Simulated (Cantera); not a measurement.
A closed system holds: 1 mol TiC, 4.6 mol H2, held at 10000 Pa.

These are equilibrium values from Cantera (NASA tables, ideal gas, pure condensed phases), not measurements of a reactor. Candidate condensed phases: C, C6H6, C7H8, C8H18, Ti, TiC; 77 gas species. TiC: taken at fixed stoichiometry. Equilibrium is a limit: real reactors are often held back by kinetics, nucleation or transport.

Task: What share of the Ti ends up in condensed phases as a function of T (K), at 2223, 2323, 2423, 2523, 2623, 2723, 2823, 2923, 3023?

Result: 
```tsv
T (K)	Ti condensed (%)	as
2223	100.0	TiC(s)
2323	100.0	TiC(s)
2423	100.0	TiC(s)
2523	99.9	TiC(s)
2623	99.7	TiC(s)
2723	99.4	TiC(s)
2823	98.6	TiC(s)
2923	97.1	TiC(s)
3023	94.0	TiC(s)
```
